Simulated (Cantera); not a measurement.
A closed system holds: 1 mol Pb, 0.58 mol O₂, 4 mol H₂, at 1100 K and 0.100 bar.

Equilibrium computed with Cantera from the NASA thermochemical tables; the gas is ideal and each condensed phase is pure. Candidate condensed phases: H₂O, Pb, PbO, PbO₂, Pb₃O₄; 12 gas species. Rates play no part.

What is the equilibrium state?


* **x(H₂)**: 0.709
* **x(H₂O)**: 0.290
* **x(Pb)**: 0.00121
* **n(Pb(l))**: 0.995 mol
* **gas amount**: 4.005 mol
* **log10 activity of PbO₂(s) (absent)**: -15.73
